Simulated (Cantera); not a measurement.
Input: 1 mol MgO, 0.22 mol O₂, 0.41 mol CO₂, 0.85 mol SO₂, at 1527 °C and 10.0 mbar.

Method: chemical equilibrium by Gibbs-energy minimisation in Cantera with the NASA 1993 tables (ideal gas, pure condensed phases). Candidate condensed phases: C, Mg, MgCO₃, MgO, MgS, MgSO₄, S; 26 gas species. The numbers say what is thermodynamically allowed, not how fast it happens.

Base state: SO₂ 0.573, CO₂ 0.275, O₂ 0.149, CO 0.00147, O 0.000470, SO 0.000294, SO₃ 0.000233 (mole fractions); condensed: MgO(s).

### Question
What changes in the equilibrium state with this change: 0.16 mol CH₄ added?

### Answer
```tsv
species	before	after
SO₂	0.573	0.472
CO₂	0.275	0.246
H₂O	0	0.169
O₂	0.149	3.84e-5
H₂	0	0.0147
CO	0.00147	0.0817
SO	0.000294	0.0151
S₂	<1e-9	0.000654
H	0	0.000434
OH	0	0.000330
MgO(s), mol	1.00	1.000
```
Further candidate phases: C₆H₆, C₇H₈, C₈H₁₈, H₂O, H₂SO₄, Mg(OH)₂.
